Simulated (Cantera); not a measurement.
Cantera run, input and output.

```python
import numpy as np
import cantera as ct

gas = ct.Solution("gri30.yaml")
gas.TPX = 525, 22000, {'C2H4': 1, 'O2': 1.67, 'N2': 6.27, 'H2O': 0.9}
inlet = ct.Reservoir(gas, clone=True)
gas.equilibrate("HP")  # start burning
reactor = ct.IdealGasConstPressureReactor(gas, energy="on", clone=False)
exhaust = ct.Reservoir(gas, clone=True)
tau = [0.26, 0.093, 0.033, 0.012, 0.0043, 0.0015, 0.00056, 0.0002, 7.2e-05][0]
for a, b in ((inlet, reactor), (reactor, exhaust)):
    ct.MassFlowController(a, b, mdot=lambda t: reactor.mass / tau)
net = ct.ReactorNet([reactor])
show = ['C2H4', 'O2', 'H2O', 'HO2', 'NO', 'H2', 'N2O']

rows = []
print(f"{'tau/s':>10s}{'T/K':>9s}" + "".join(f"{s:>11s}" for s in show))
for tau in [0.26, 0.093, 0.033, 0.012, 0.0043, 0.0015, 0.00056, 0.0002, 7.2e-05]:
    net.initial_time = 0.0
    net.advance(30 * tau)
    before = gas.X
    net.advance(40 * tau)
    drift = np.max(np.abs(gas.X - before) / (gas.X + 1e-9))
    rows.append([gas.T, *gas[show].X, drift])
    print(f"{tau:10.3e}{gas.T:9.1f}" + "".join(f"{x:11.3e}" for x in gas[show].X))
```

Output:

```
     tau/s      T/K       C2H4         O2        H2O        HO2         NO         H2        N2O
 2.600e-01   2009.4  4.193e-06  5.723e-05  1.550e-01  6.994e-09  1.673e-04  1.010e-01  5.133e-09
 9.300e-02   1999.7  9.333e-06  1.168e-04  1.547e-01  1.344e-08  1.755e-04  1.003e-01  8.717e-09
 3.300e-02   1990.5  2.250e-05  2.520e-04  1.548e-01  2.753e-08  1.730e-04  9.913e-02  1.563e-08
 1.200e-02   1982.3  5.708e-05  5.749e-04  1.558e-01  6.401e-08  1.590e-04  9.700e-02  2.651e-08
 4.300e-03   1970.5  1.542e-04  1.406e-03  1.583e-01  1.845e-07  1.273e-04  9.278e-02  3.380e-08
 1.500e-03   1942.9  4.467e-04  3.639e-03  1.626e-01  6.964e-07  8.159e-05  8.549e-02  2.555e-08
 5.600e-04   1873.8  1.377e-03  9.541e-03  1.671e-01  3.432e-06  4.033e-05  7.604e-02  1.219e-08
 2.000e-04    525.0  1.016e-01  1.697e-01  9.146e-02  7.224e-17  1.117e-20  1.516e-15  1.427e-22
 7.200e-05    525.0  1.016e-01  1.697e-01  9.146e-02 -7.498e-19 -1.160e-22 -1.574e-17 -1.481e-24
```

Detailed kinetics in Cantera: GRI-Mech 3.0 (53 species, 325 reactions). GRI-Mech 3.0 was tuned for natural gas; its chemistry of ethylene as a main component is partial and can be far from experiment.
